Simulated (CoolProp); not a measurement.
Vapour-liquid equilibrium of ethanol (1) + isohexane (2) at 140.75 °C; x and y are mole fractions of (1).

Computed with CoolProp (multi-fluid Helmholtz-energy mixture model, Schroeder 2014 and Lemmon 2006; pair parameters Bell 2016).

Give the bubble pressure and the first vapour's composition at x = 0.125, 0.5, 0.8. Is there an azeotrope?

x = 0.125: 955.0 kPa, y = 0.256; x = 0.5: 1110 kPa, y = 0.503; x = 0.8: 1035 kPa, y = 0.656. y crosses x between x = 0.5 and 0.575: the model has an azeotrope there.

The pair parameters rest on a limited set of measurements; away from them the model extrapolates.
